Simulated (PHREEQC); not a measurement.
PHREEQC input (ion-association model, wateq4f.dat):

```
SOLUTION 1
  temp 5
  units mol/kgw
  pH 7 charge
END
SELECTED_OUTPUT 1
  -reset false
  -pH true
  -pe true
  -ionic_strength true
  -water true
  -totals Ca F
  -molalities H+ Ca+2 F- CaOH+ O2 OH- CaF+ HF HF2- H2F2
  -equilibrium_phases Fluorite Portlandite
PRINT
  -reset false
USE solution 1
REACTION_TEMPERATURE 1
  0 10 20 30 40 50 60 70 80 90 100
EQUILIBRIUM_PHASES 1
  Fluorite 0 0.2
  Portlandite 0 0
  O2(g) -0.68 10
END
```

Selected output (columns that matter, 11 of 11 rows; T (°C) added in front):

```
T (°C)	pH	mu	Ca	F	m_H+	m_Ca+2	m_F-	m_OH-	Fluorite
0	7.5195	0.00044033	0.00014689	0.00029378	3.0917e-08	0.00014671	0.00029359	3.8678e-08	0.19985
10	7.3328	0.00050012	0.00016689	0.00033379	4.7609e-08	0.00016659	0.00033347	6.4533e-08	0.19983
20	7.1688	0.00055751	0.00018613	0.00037226	6.9565e-08	0.00018565	0.00037175	1.0285e-07	0.19981
30	7.0257	0.00061129	0.00020421	0.00040843	9.6865e-08	0.00020349	0.00040764	1.5796e-07	0.1998
40	6.9015	0.00066052	0.00022083	0.00044165	1.2912e-07	0.00021978	0.0004405	2.3524e-07	0.19978
50	6.7944	0.00070448	0.00023574	0.00047147	1.6548e-07	0.00023429	0.00046985	3.4123e-07	0.19976
60	6.7026	0.00074271	0.00024879	0.00049759	2.047e-07	0.00024686	0.00049537	4.8387e-07	0.19975
70	6.6247	0.00077496	0.00025991	0.00051983	2.4524e-07	0.0002574	0.00051688	6.7251e-07	0.19974
80	6.5593	0.00080116	0.00026907	0.00053814	2.855e-07	0.0002659	0.00053434	9.1805e-07	0.19973
90	6.5051	0.00082143	0.0002763	0.0005526	3.2386e-07	0.00027241	0.00054779	1.2329e-06	0.19972
100	6.461	0.00083601	0.00028166	0.00056333	3.5889e-07	0.00027699	0.00055738	1.6307e-06	0.19972
```

Away from 25 °C the constants follow the database's enthalpies or fits; those with neither stay at their 25 °C values.
